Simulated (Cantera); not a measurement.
Input: 1 mol H₂S, 0.22 mol O₂, at 1223.15 K and 13300 Pa.

Equilibrium computed with Cantera from the NASA thermochemical tables; the gas is ideal and each condensed phase is pure. Candidate condensed phases: H₂O, H₂SO₄, S; 19 gas species. Gases not in the tables: S₃ to S₇. Kinetics and transport are ignored.

Base state: H₂O 0.337, H₂S 0.336, S₂ 0.219, H₂ 0.105, SO₂ 0.00233, SH 0.000636, S₂O 0.000501, SO 5.19e-5 (mole fractions); condensed: gas only.

Q: What changes in the equilibrium state with this change: O₂ from 0.22 to 0.032 mol?

A: 
| species | before | after |
|---|---|---|
| H₂S | 0.336 | 0.579 |
| H₂ | 0.105 | 0.225 |
| S₂ | 0.219 | 0.140 |
| H₂O | 0.337 | 0.0550 |
| SO₂ | 0.00233 | 1.07e-5 |
| S₂O | 0.000501 | 2.42e-5 |
| SO | 5.19e-5 | 3.14e-6 |
